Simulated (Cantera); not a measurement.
# Silicon oxide and oxynitride deposition: HMDSO + CO2 + H2

Charge: 1 mol HMDSO, 2.4 mol CO2, 0.54 mol H2, equilibrated at 1223.15 K.

Method: chemical equilibrium by Gibbs-energy minimisation in Cantera with the NASA 1993 tables (ideal gas, pure condensed phases). Candidate condensed phases: C, C6H6, C7H8, C8H18, H2O, Si, SiC, SiO2; 123 gas species. The feed counts by its element totals alone. The tables hold silica as quartz up to 1696 K and as liquid above; real silica turns to tridymite and cristobalite and melts near 1996 K. Equilibrium is a limit: real reactors are often held back by kinetics, nucleation or transport.

From 0.0375 Torr to 0.158 Torr the condensed part is C(graphite) + SiC(s). From 0.638 Torr to 750 Torr the condensed part is C(graphite) + SiO2(β-quartz).

| P (Pa) | x H2 | x CO | x CH4 | x H2O | n C(graphite) | n SiC(s) | n SiO2(β-quartz) |
|---|---|---|---|---|---|---|---|
| 5 | 0.622 | 0.378 | 2.57e-7 | 2.36e-7 | 0.605 | 2.00 | 0 |
| 21 | 0.622 | 0.378 | 1.08e-6 | 9.90e-7 | 0.605 | 2.00 | 0 |
| 85 | 0.841 | 0.159 | 8.00e-6 | 2.28e-6 | 6.60 | 0 | 2.00 |
| 350 | 0.841 | 0.159 | 3.30e-5 | 9.37e-6 | 6.60 | 0 | 2.00 |
| 1400 | 0.841 | 0.159 | 0.000132 | 3.75e-5 | 6.60 | 0 | 2.00 |
| 5900 | 0.841 | 0.159 | 0.000555 | 0.000158 | 6.60 | 0 | 2.00 |
| 24000 | 0.839 | 0.158 | 0.00225 | 0.000639 | 6.58 | 0 | 2.00 |
| 100000 | 0.831 | 0.157 | 0.00918 | 0.00262 | 6.53 | 0 | 2.00 |
x: gas mole fraction; n: condensed amount in mol.
